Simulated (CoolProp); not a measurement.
Computed with CoolProp (reference Helmholtz-energy equation of state, Colonna 2008). It is a short technical equation, of lower accuracy than the large ones.

Problem. Give the vapour pressure (bar), liquid cp (kJ/(kg K)), surface tension (mN/m) of saturated dodecamethylcyclohexasiloxane (D6) at 233.55, 239.85, 246.25 °C.

Solution. 
```
T (°C)  p (bar)  liquid cp (kJ/(kg K))  surface tension (mN/m)
------  -------  ---------------------  ----------------------
233.55    0.781                   2.00                    4.42
239.85    0.903                   2.02                    4.10
246.25     1.04                   2.03                    3.79
```

Surface tension comes from a separate correlation (Mulero 2014).
